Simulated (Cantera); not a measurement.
## Fluorocarbon and chlorocarbon gases: CCl₄ + H₂

Input: 1 mol CCl₄, 5.6 mol H₂, equilibrated at 2.10 Pa.

These are equilibrium values from Cantera (NASA tables, ideal gas, pure condensed phases), not measurements of a reactor. Candidate condensed phases: C, C₆H₆, C₇H₈, C₈H₁₈; 103 gas species. Ions and electrons are included (thermal ionisation). Kinetics and transport are ignored.

From 2727 °C to 4727 °C nothing is condensed. The main C-bearing gas is C throughout.

```
T (°C)  log p H  log p Cl  log p C  log p e-
------  -------  --------  -------  --------
2727      -4.84     -5.28    -5.90    -11.24
2977      -4.84     -5.29    -5.89    -10.46
3227      -4.84     -5.29    -5.89     -9.79
3477      -4.84     -5.29    -5.89     -9.21
3727      -4.84     -5.29    -5.89     -8.70
3977      -4.84     -5.29    -5.89     -8.25
4227      -4.84     -5.29    -5.89     -7.84
4477      -4.84     -5.29    -5.90     -7.47
4727      -4.84     -5.29    -5.91     -7.15
```
log p: log10 of the partial pressure in bar; nothing condenses.
